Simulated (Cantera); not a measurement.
An adiabatic, constant-pressure homogeneous reactor starts with CO : H2 : CH4 : O2 : N2 = 1 : 1.1 : 0.071 : 2.21 : 8.3 (molar parts), equivalence ratio 0.54, at 1525 K and 0.210 bar. Integrator tolerance rtol = 1e-08.

Model: GRI-Mech 3.0 (53 species, 325 reactions), integrated in Cantera.

### Question
What does this change do: constant volume in place of constant pressure?

### Answer
| quantity | before | after |
|---|---|---|
| time of steepest temperature rise | 76.2 µs | 76.0 µs |
| temperature at 2.00 s | 2494 K | 2605 K |
| equilibrium temperature | 2494 K | 2605 K |
| x(CO) at 2.00 s | 0.0193 (gas-phase equilibrium 0.0193) | 0.0245 (gas-phase equilibrium 0.0245) |
| x(H2) at 2.00 s | 0.00400 (gas-phase equilibrium 0.00400) | 0.00506 (gas-phase equilibrium 0.00506) |
| x(CH4) at 2.00 s | <1e-12 (gas-phase equilibrium <1e-12) | <1e-12 (gas-phase equilibrium <1e-12) |
| x(NO) at 2.00 s | 0.0134 (gas-phase equilibrium 0.0134) | 0.0161 (gas-phase equilibrium 0.0161) |
| x(N2O) at 2.00 s | 3.20e-7 (gas-phase equilibrium 3.20e-7) | 4.85e-7 (gas-phase equilibrium 4.85e-7) |
| x(HCO) at 2.00 s | 1.97e-9 (gas-phase equilibrium 1.97e-9) | 4.90e-9 (gas-phase equilibrium 4.90e-9) |
| x(C2H2) at 2.00 s | <1e-12 (gas-phase equilibrium <1e-12) | <1e-12 (gas-phase equilibrium <1e-12) |
